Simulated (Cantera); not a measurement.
A diamond (100) surface in a fixed gas of H2 with x(CH4) = 0.027, x(CH3) = 1.2e-05, at 925 K, 54.8 Torr; coverages are run to steady state.

Computed with Cantera and the Harris–Goodwin 1993 mechanism for the reconstructed diamond (100) surface.

One state of this run: growth (µm/h) = 0.270; θ c6HH = 0.647; θ c6H* = 0.0116; θ c6*H = 0.298; θ c6** = 0.00446; θ c6HM = 0.0307. θ: site fractions in the mechanism's names (c6HH fully hydrogenated, c6H* and c6*H radical sites, c6** diradical, c6HM methylated).

Q: Which value of x(H) does it belong to?
A. 0.0001
B. 0.01
C. 0.00025
D. 0.16

A: C, 0.00025
